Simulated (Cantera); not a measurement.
An adiabatic, constant-pressure homogeneous reactor starts with CH₄ : C₂H₆ : O₂ : N₂ = 1 : 0.16 : 6.83 : 25.7 (molar parts), equivalence ratio 0.37, at 1448 K and 1000000 Pa.

Model: GRI-Mech 3.0 (53 species, 325 reactions), integrated in Cantera.

Q: Predict: time of steepest temperature rise; temperature at 5.00 s; equilibrium temperature; x(O₂) at 5.00 s; x(NO) at 5.00 s.

A: 
```json
{
  "time_of_steepest_temperature_rise": "60.5 µs",
  "temperature at 5.00 s": "2219 K",
  "equilibrium_temperature": "2219 K",
  "x(O₂) at 5.00 s": "0.121 (gas-phase equilibrium 0.121)",
  "x(NO) at 5.00 s": "0.00983 (gas-phase equilibrium 0.00983)"
}
```
